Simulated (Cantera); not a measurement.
Input: 1 mol Si, 0.21 mol H2O, 990 mol N2, held at 0.00900 Torr.

These are equilibrium values from Cantera (NASA tables, ideal gas, pure condensed phases), not measurements of a reactor. Candidate condensed phases: H2O, Si, SiO2, Si2N2O, Si3N4; 35 gas species. N2 is the only nitrogen source here; it is nearly inert below about 1500 K, so the nitride shown seldom forms there in practice. Mutual solubility and eutectic melting of coexisting phases are not modelled. The numbers say what is thermodynamically allowed, not how fast it happens.

x: gas mole fraction; n: condensed amount in mol.

```
T (°C)   x N2      x Si       x H      x H2     x SiO     x SiN    x Si2N  n Si2N2O(s)  n Si3N4(s)  n Si(s)
------  -----  --------  --------  --------  --------  --------  --------  -----------  ----------  -------
802     1.000    <1e-12   6.17e-8  0.000212   1.11e-9    <1e-12    <1e-12        0.210       0.193        0
877     1.000  9.98e-11   3.14e-7  0.000212   7.93e-8  3.11e-12    <1e-12        0.210       0.193        0
952     1.000   8.51e-9   1.31e-6  0.000212   3.32e-6  1.59e-10  4.66e-12        0.207       0.194        0
1027    1.000   4.32e-7   4.63e-6  0.000210   8.97e-5   5.15e-9  6.98e-10        0.121       0.223        0
1102    1.000   1.42e-5   1.42e-5  0.000205  0.000212   1.13e-7   6.00e-8            0       0.259        0
1177    0.999  0.000256   3.79e-5  0.000193  0.000212   1.42e-6   2.01e-6            0           0    0.530
1252    0.999  0.000787   8.84e-5       [?]  0.000212   3.15e-6   2.44e-6            0           0        0
1327    0.999  0.000793  0.000175       [?]  0.000212   2.37e-6   3.88e-7            0           0        0
1402    0.999  0.000795  0.000282       [?]  0.000212   1.81e-6   7.18e-8            0           0        0
1477    0.999  0.000795  0.000365       [?]  0.000212   1.42e-6   1.54e-8            0           0        0
```

Fill in the missing entries.


- 1252, x H2: 0.000168
- 1327, x H2: 0.000124
- 1402, x H2: 7.08e-5
- 1477, x H2: 2.95e-5
